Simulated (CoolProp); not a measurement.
Computed with CoolProp (reference Helmholtz-energy equation of state, Bücker 2006).

### Question
Give the vapour pressure (bar), enthalpy of vaporisation (kJ/kg), surface tension (mN/m), vapour viscosity (µPa s) of saturated n-butane at 321.6, 354.9 K.

### Answer
| T (K) | p (bar) | enthalpy of vaporisation (kJ/kg) | surface tension (mN/m) | vapour viscosity (µPa s) |
|---|---|---|---|---|
| 321.6 | 4.76 | 336 | 9.31 | 8.02 |
| 354.9 | 10.5 | 290 | 5.83 | 9.15 |

Viscosity comes from a separate model (Vogel 1999). Surface tension comes from a separate correlation (Mulero 2012).
